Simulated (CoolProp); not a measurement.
Properties of vinyl chloride at several states (Tc = 425.0 K, pc = 5600 kPa, ω = 0.160).

Model: reference Helmholtz-energy equation of state, Thol 2022, in CoolProp.

```
T (K)  p (kPa)   phase  cp (kJ/(kg K))  cv (kJ/(kg K))  speed of sound (m/s)  fugacity coefficient
-----  -------  ------  --------------  --------------  --------------------  --------------------
240      16200  liquid           1.453          0.9006                  1226              0.004269
152.2     8950  liquid           1.643          0.9914                  1618              3.889e-6
318.4     95.8     gas          0.9105          0.7691                 220.8                0.9862
330       1850  liquid           1.610          0.9531                 718.8                0.4516
```
